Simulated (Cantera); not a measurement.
A perfectly stirred reactor is fed with CH4 : O2 : N2 : H2O = 1 : 2.82 : 10.6 : 3.5 (molar parts), at 8.30 bar; it is adiabatic with a 400 K inlet, and is followed from long to short residence time, starting on the burning branch (τ in s: 0.023, 0.012, 0.0062, 0.0033, 0.0017, 0.0009, 0.00047, 0.00025, 0.00013, 6.8e-05, 3.6e-05).

Computed with Cantera and GRI-Mech 3.0 (53 species, 325 reactions).

Problem. Predict: blow-out, bracketed by the residence times tried; x(CH4) at τ = 23.0 ms; x(O2) at τ = 23.0 ms; x(H2O) at τ = 23.0 ms; x(N2O) at τ = 23.0 ms; x(NO) at τ = 23.0 ms; x(CH4) at τ = 0.900 ms; x(O2) at τ = 0.900 ms; x(H2O) at τ = 0.900 ms.

Solution. 
```json
{
 "blow_out_bracketed_by_the_residence_times_tried": "burning at 1.70 ms, out at 0.900 ms",
 "x(CH4) at τ = 23.0 ms": "4.86e-5",
 "x(O2) at τ = 23.0 ms": "0.0460",
 "x(H2O) at τ = 23.0 ms": "0.307",
 "x(N2O) at τ = 23.0 ms": "3.91e-7",
 "x(NO) at τ = 23.0 ms": "4.39e-7",
 "x(CH4) at τ = 0.900 ms": "0.0558",
 "x(O2) at τ = 0.900 ms": "0.157",
 "x(H2O) at τ = 0.900 ms": "0.195"
}
```
